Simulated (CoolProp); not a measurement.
Model: reference Helmholtz-energy equation of state, Lemmon 2016, in CoolProp.

Give the vapour pressure (bar), vapour density (kg/m³), liquid cp (kJ/(kg K)) of saturated R115 at 223.8 K.


```
T (K)  p (bar)  vapour density (kg/m³)  liquid cp (kJ/(kg K))
-----  -------  ----------------------  ---------------------
223.8    0.629                    5.38                  0.917
```
